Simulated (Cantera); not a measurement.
What does this Cantera script print?

```python
import numpy as np
import cantera as ct

gas_names = """
    H H2 N NH NH2 NH3 N2 N2H2 N2H4 Si SiH SiH2 SiH3 SiH4 SiN Si2 Si2N Si3
""".split()
cond_names = """
    Si(cr) Si(L) Si3N4(a)
""".split()


# ... load() reads the species with a 1 bar reference pressure and builds the phases ...
atoms = {
    'trisilylamine': {'Si': 3, 'N': 1, 'H': 9},
    'NH3': {'N': 1, 'H': 3},
}
top_T = {'Si3N4(a)': 2400}  # K; cautious upper limits of use, not melting points


# ... equilibrate(T, P, feed) seeds the gas with the atoms and calls Mixture.equilibrate('TP', solver="vcs", rtol=1e-11, max_steps=5000) ...
results = []
T = 850  # K
P = 1000  # Pa
for m in [1.5, 2.1, 2.9, 4, 5.5, 7.5, 10, 14, 20, 27]:
    feed = {'trisilylamine': 1, 'NH3': m}  # mol
    mix = equilibrate(T, P, feed)
    results.append((T, P, feed, dict(zip(mix.species_names, mix.species_moles))))

top = {s: max(r[3][s] / sum(r[3][g] for g in gas_names) for r in results) for s in gas_names}
cols = sorted((s for s in top if top[s] > 0.001), key=lambda s: -top[s])[:7]
seen = [c for c in cond_names if any(r[3].get(c, 0) > 1e-12 for r in results)]
print("log10 of partial pressures in bar; condensed amounts in mol")
print(f"{'n(NH3)':>10s}" + "".join(f"{s[:9]:>10s}" for s in cols + seen))
for T, P, feed, n in results:
    ng = sum(n[g] for g in gas_names)
    print(f"{feed['NH3']:10.4g}" + "".join(f"{np.log10(max(n[s] / ng * P / 1e5, 1e-99)):10.3f}" for s in cols)
          + "".join(f"{n.get(c, 0):10.4g}" for c in seen))
```

Output:

```
log10 of partial pressures in bar; condensed amounts in mol
    n(NH3)        H2        N2    Si(cr)  Si3N4(a)
       1.5    -2.000   -14.230     1.125     0.625
       2.1    -2.000   -14.230     0.675     0.775
       2.9    -2.000   -14.230     0.075     0.975
         4    -2.020    -3.342         0         1
       5.5    -2.041    -3.049         0         1
       7.5    -2.058    -2.903         0         1
        10    -2.072    -2.818         0         1
        14    -2.085    -2.751         0         1
        20    -2.096    -2.704         0         1
        27    -2.103    -2.677         0         1
```

These are equilibrium values from Cantera (NASA tables, ideal gas, pure condensed phases), not measurements of a reactor. The feed counts by its element totals alone.
